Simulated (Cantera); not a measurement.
A closed system holds: 1 mol AlCl₃, 240 mol NH₃, 84 mol N₂, at 1275 K and 1.33 mbar.

These are equilibrium values from Cantera (NASA tables, ideal gas, pure condensed phases), not measurements of a reactor. Candidate condensed phases: Al, AlCl₃, AlN, NH₄Cl; 20 gas species. Equilibrium is a limit: real reactors are often held back by kinetics, nucleation or transport.

Base state: H₂ 0.635, N₂ 0.360, HCl 0.00524, AlCl 3.88e-5, H 1.61e-5 (mole fractions); condensed: AlN(s).

Question: What changes in the equilibrium state with this change: NH₃ from 240 to 5.4 mol?

Answer: 
```tsv
species	before	after
N₂	0.360	0.902
H₂	0.635	0.0757
HCl	0.00524	0.0177
AlCl₃	7.24e-6	0.00430
AlCl₂	3.64e-6	0.000221
AlCl	3.88e-5	0.000240
H	1.61e-5	5.55e-6
AlN(s), mol	0.972	0.544
```
The tables' values for AlCl₂ are old estimates; treat these amounts as uncertain.

Question: What changes in the equilibrium state with this change: NH₃ from 240 to 3.5 mol?

Answer: 
```csv
species,before,after
N₂,0.360,0.929
H₂,0.635,0.0493
HCl,0.00524,0.0155
AlCl₃,7.24e-6,0.00543
AlCl₂,3.64e-6,0.000257
AlCl,3.88e-5,0.000257
H,1.61e-5,4.48e-6
"AlN(s), mol",0.972,0.453
```
The tables' values for AlCl₂ are old estimates; treat these amounts as uncertain.
